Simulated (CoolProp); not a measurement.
Methane along the isotherm 209.2 K: density (kg/m³) from the reference equation and from simpler models built on Tc = 190.6 K, pc = 4599 kPa, ω = 0.011; each cubic takes its own stable root.

Computed with CoolProp (reference Helmholtz-energy equation of state, Setzmann 1991).

```tsv
p (kPa)	phase	reference
2300	gas	24.60
4600	supercritical	61.59
6900	supercritical	139.9
9200	supercritical	219.5
11500	supercritical	250.4
13800	supercritical	268.6
16100	supercritical	281.6
18400	supercritical	291.8
20700	supercritical	300.4
23000	supercritical	307.7
```

Problem. How far does each simpler model (ideal gas, van der Waals, Redlich-Kwong, Peng-Robinson) lie from the reference over these 10 states: mean and median of the absolute difference, and the worst?

Solution. 
- ideal gas: mean 42.8 %, median 44.6 %, worst -61.3 % at 209.2 K and 9200 kPa
- van der Waals: mean 14.1 %, median 19.4 %, worst -21.0 % at 209.2 K and 23000 kPa
- Redlich-Kwong: mean 4.7 %, median 4.7 %, worst -9.8 % at 209.2 K and 9200 kPa
- Peng-Robinson: mean 3.5 %, median 3.1 %, worst +7.0 % at 209.2 K and 23000 kPa
